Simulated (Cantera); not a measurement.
A closed system holds: 1 mol SiHCl3, 1.3 mol N2, 1.4 mol H2, at 1098 K and 1330 Pa.

These are equilibrium values from Cantera (NASA tables, ideal gas, pure condensed phases), not measurements of a reactor. Candidate condensed phases: NH4Cl, Si, Si3N4; 28 gas species. N2 is the only nitrogen source here; it is nearly inert below about 1500 K, so the nitride shown seldom forms there in practice. The tables' values for SiCl3 are old estimates; treat these amounts as uncertain. The numbers say what is thermodynamically allowed, not how fast it happens.

Task: What is the equilibrium state?

Result: 
```json
{
 "x(HCl)": "0.443",
 "x(H2)": "0.261",
 "x(N2)": "0.215",
 "x(SiCl4)": "0.0790",
 "x(SiHCl3)": "0.000678",
 "x(SiCl3)": "0.000628",
 "x(SiCl2)": "7.02e-5",
 "n(Si3N4(s))": "0.228 mol",
 "gas_amount": "3.930 mol",
 "log10 activity of Si(s) (absent)": "-4.34"
}
```
